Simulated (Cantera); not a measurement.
A closed system holds: 1 mol Al(CH3)3, 9.8 mol N2O, 3.8 mol H2, at 1600 K and 54.0 Torr.

Cantera equilibrium calculation (NASA polynomials, part measured and part estimated; ideal gas, pure solids and liquids). Candidate condensed phases: Al, AlN, Al2O3, C, C6H6, C7H8, C8H18, H2O; 148 gas species. The feed counts by its element totals alone. Gases not in the tables: Al(OH)3. The numbers say what is thermodynamically allowed, not how fast it happens.

Base state: N2 0.464, H2O 0.211, H2 0.182, CO 0.102, CO2 0.0397, H 8.64e-5 (mole fractions); condensed: Al2O3(s).

**Question.** What changes in the equilibrium state with this change: N2O from 9.8 to 6.7 mol?

**Answer.** 
| species | before | after |
|---|---|---|
| N2 | 0.464 | 0.372 |
| H2 | 0.182 | 0.354 |
| CO | 0.102 | 0.151 |
| H2O | 0.211 | 0.107 |
| CO2 | 0.0397 | 0.0152 |
| H | 8.64e-5 | 0.000121 |
| Al2O3(s), mol | 0.500 | 0.500 |
